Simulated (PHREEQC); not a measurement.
## Brackish or sea water: an equilibrium model

A made-up water analysis in mmol/kgw, 25 °C, pH 6.73: Na 86.4; K 1.2; Ca 1.28; Mg 17.2; Cl 116; S(6) 5.57; Alkalinity (meq/kgw) 0.0118.

Valence states are taken as typed.

Computed with PHREEQC (Pitzer model, pitzer.dat).

No solid was allowed to form.

Q: Estimate the specific conductance.

A: specific conductance 12600 µS/cm.

Q: In which forms is C present?

A: HCO3- 76 %, CO2 24 % of the C.
